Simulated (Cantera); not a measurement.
Cantera run:

```python
import numpy as np
import cantera as ct

gas_names = """
    H HO2 H2 H2O H2O2 O OH O2 O3 Pb PbO Pb2
""".split()
cond_names = """
    H2O(s) H2O(L) Pb(cr) Pb(L) PbO(rd) PbO(yw) PbO(L) PbO2(s) Pb3O4(s)
""".split()


def load(file, names, dense=False):
    # The tables refer to 1 bar. Condensed volumes are neglected.
    table = {s.name: s for s in ct.Species.list_from_file(file)}
    out = []
    for n in names:
        d = dict(table[n].input_data)
        d["thermo"] = dict(d["thermo"], **{"reference-pressure": 1e5})
        if dense:
            d["equation-of-state"] = {"model": "constant-volume", "density": "1e6 g/cm^3"}
        out.append(ct.Species.from_dict(d))
    return out


gas = ct.Solution(thermo="ideal-gas", species=load("nasa_gas.yaml", gas_names))
cond = {s.name: ct.Solution(thermo="fixed-stoichiometry", species=[s], name=s.name)
        for s in load("nasa_condensed.yaml", cond_names, dense=True)}
atoms = {
    'PbO': {'Pb': 1, 'O': 1},
    'H2': {'H': 2},
}
top_T = {'Pb3O4(s)': 820}  # K; cautious upper limits of use, not melting points


def equilibrate(T, P, feed):
    n = {}
    for name, mol in feed.items():
        for a, k in atoms[name].items():
            n[a] = n.get(a, 0.0) + k * mol
    gas.TPX = T, P, n
    mass = sum(n.values()) * gas.mean_molecular_weight
    gas.equilibrate("TP")
    valid = [c for c in cond.values() if c.min_temp <= T <= top_T.get(c.name, c.max_temp)]
    mix = ct.Mixture([(gas, mass / gas.mean_molecular_weight)] + [(c, 0.0) for c in valid])
    mix.T, mix.P = T, P
    mix.equilibrate("TP", solver="vcs", rtol=1e-11, max_steps=5000)
    return mix


results = []
feed = {'PbO': 1, 'H2': 7.4}  # mol
P = 1333.22  # Pa
for T in [798, 848, 898, 948, 998, 1048, 1098, 1148, 1198, 1248, 1298, 1348]:
    mix = equilibrate(T, P, feed)
    results.append((T, P, feed, dict(zip(mix.species_names, mix.species_moles))))

top = {s: max(r[3][s] / sum(r[3][g] for g in gas_names) for r in results) for s in gas_names}
cols = sorted((s for s in top if top[s] > 0.001), key=lambda s: -top[s])[:8]
seen = [c for c in cond_names if any(r[3].get(c, 0) > 1e-12 for r in results)]
print("log10 of partial pressures in bar; condensed amounts in mol")
print(f"{'T/K':>10s}" + "".join(f"{s[:9]:>10s}" for s in cols + seen))
for T, P, feed, n in results:
    ng = sum(n[g] for g in gas_names)
    print(f"{T:10.4g}" + "".join(f"{np.log10(max(n[s] / ng * P / 1e5, 1e-99)):10.3f}" for s in cols)
          + "".join(f"{n.get(c, 0):10.4g}" for c in seen))
```

Result:

```
log10 of partial pressures in bar; condensed amounts in mol
       T/K        H2       H2O        Pb     Pb(L)
       798    -1.938    -2.744    -7.242         1
       848    -1.938    -2.744    -6.524    0.9998
       898    -1.938    -2.744    -5.888    0.9993
       948    -1.938    -2.744    -5.320    0.9973
       998    -1.939    -2.745    -4.810    0.9914
      1048    -1.940    -2.746    -4.350    0.9751
      1098    -1.942    -2.748    -3.933    0.9346
      1148    -1.947    -2.754    -3.553    0.8411
      1198    -1.959    -2.765    -3.205    0.6368
      1248    -1.983    -2.789    -2.886    0.2003
      1298    -1.993    -2.799    -2.799         0
      1348    -1.993    -2.799    -2.799         0
```

These are equilibrium values from Cantera (NASA tables, ideal gas, pure condensed phases), not measurements of a reactor.
